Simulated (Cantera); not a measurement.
A closed system holds: 1 mol B₂O₃, 1.3 mol BCl₃, 32 mol H₂, 1.1 mol F₂, equilibrated at 1225 °C and 0.00133 bar.

Method: chemical equilibrium by Gibbs-energy minimisation in Cantera with the NASA 1993 tables (ideal gas, pure condensed phases). Candidate condensed phases: B, B₂O₃, B₃O₃H₃, H₂O; 56 gas species. The tables' values for BOCl, BCl, BF₂, BCl₂, BClF are old estimates; treat these amounts as uncertain. Gases not in the tables: BHCl₂. Kinetics and transport are ignored.

Base state: H₂ 0.815, HCl 0.102, BOF 0.0571, HBO 0.0164, BOCl 0.00277, B₂O₂ 0.00248, BF 0.00152, BCl 0.000706 (mole fractions); condensed: B(s).

### Question
What changes in the equilibrium state with this change: temperature from 1225 °C to 1125 °C?

### Answer
| species | before | after |
|---|---|---|
| H₂ | 0.815 | 0.817 |
| HCl | 0.102 | 0.103 |
| BOF | 0.0571 | 0.0588 |
| HBO | 0.0164 | 0.0143 |
| B₃O₃Cl₃ | 4.41e-7 | 1.81e-5 |
| B₃O₃H₃ | 1.26e-6 | 2.80e-5 |
| B(s), mol | 0.199 | 0.268 |

### Question
What changes in the equilibrium state with this change: temperature from 1225 °C to 902 °C?

### Answer
```csv
species,before,after
H₂,0.815,0.856
HCl,0.102,0.102
BOF,0.0571,0.0246
HBO,0.0164,0.000964
BF₃,9.20e-5,0.0100
B₃O₃F₃,9.43e-8,0.00128
B₃O₃Cl₃,4.41e-7,0.000634
BO,0.000224,1.61e-7
BCl,0.000706,4.13e-6
B₃O₃H₃,1.26e-6,0.000197
"B(s), mol",0.199,0.420
"B₂O₃(l), mol",0,0.622
```
Mutual solubility and eutectic melting of coexisting phases are not modelled. The tables' values for BOCl, BF₂ are old estimates; treat these amounts as uncertain.
